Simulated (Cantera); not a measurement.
Feed: 1 mol borazine, 1.7 mol H2O, 9.3 mol N2, at 625 °C and 0.000920 bar.

Method: chemical equilibrium by Gibbs-energy minimisation in Cantera with the NASA 1993 tables (ideal gas, pure condensed phases). Candidate condensed phases: B, BN, B2O3, B3O3H3, H2O; 39 gas species. The feed counts by its element totals alone. The numbers say what is thermodynamically allowed, not how fast it happens.

Base state: N2 0.677, H2 0.322, H2O 0.000276 (mole fractions); condensed: BN(s) + B2O3(l).

What changes in the equilibrium state with this change: temperature from 625 °C to 1775 °C?


```
species        before     after
------------  -------  --------
N2              0.677     0.616
H2              0.322     0.252
BO              <1e-9    0.0578
HBO           1.56e-9    0.0283
H             2.06e-9    0.0371
B2O2            <1e-9   0.00808
B2O             <1e-9  0.000619
B               <1e-9  0.000204
BH2             <1e-9   9.98e-5
B2O3            <1e-9   3.35e-5
BN(s), mol       1.87      1.29
B2O3(l), mol    0.565         0
```
The tables' values for BH2 are old estimates; treat these amounts as uncertain.

What changes in the equilibrium state with this change: 0.16 mol Cl2 added?


```json
[
 {"species": "N2", "before": "0.677", "after": "0.670"},
 {"species": "H2", "before": "0.322", "after": "0.308"},
 {"species": "HCl", "before": "0", "after": "0.0217"},
 {"species": "H2O", "before": "0.000276", "after": "0.000262"},
 {"species": "BN(s), mol", "before": "1.87", "after": "1.87"},
 {"species": "B2O3(l), mol", "before": "0.565", "after": "0.565"}
]
```
Further candidate phases: NH4Cl.
